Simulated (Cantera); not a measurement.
**Stirred combustor or abatement burner**

A perfectly stirred reactor is fed with 19.0 % H2, 17.0 % O2, 64.0 % N2, at 900 Torr; it is adiabatic with a 725 K inlet, and is followed from long to short residence time, starting on the burning branch (τ in s: 0.35, 0.11, 0.032, 0.0096, 0.0029, 0.00088, 0.00027, 8.1e-05, 2.4e-05, 7.4e-06).

Model: GRI-Mech 3.0 (53 species, 325 reactions), integrated in Cantera.

```
τ (s)    T (K)      x H2    x O2       x H   x H2O   x H2O2
-------  -----  --------  ------  --------  ------  -------
0.35      2102  0.000431  0.0807   6.36e-5   0.208  1.67e-7
0.11      2103  0.000488  0.0812   7.56e-5   0.208  1.69e-7
0.032     2100  0.000665  0.0813  0.000117   0.207  1.76e-7
0.0096    2088   0.00115  0.0811  0.000263   0.206  2.02e-7
0.0029    2061   0.00232  0.0807  0.000762   0.203  2.71e-7
0.00088   2008   0.00467  0.0803   0.00229   0.198  4.07e-7
0.00027   1914   0.00868  0.0804   0.00624   0.189  6.70e-7
8.1e-5    1763    0.0147  0.0822    0.0146   0.176  1.35e-6
2.4e-5    1554    0.0257  0.0889    0.0272   0.157  3.60e-6
7.4e-6     725     0.190   0.170    <1e-12  <1e-12   <1e-12
```
x: mole fraction; the columns are a selection and need not sum to one.
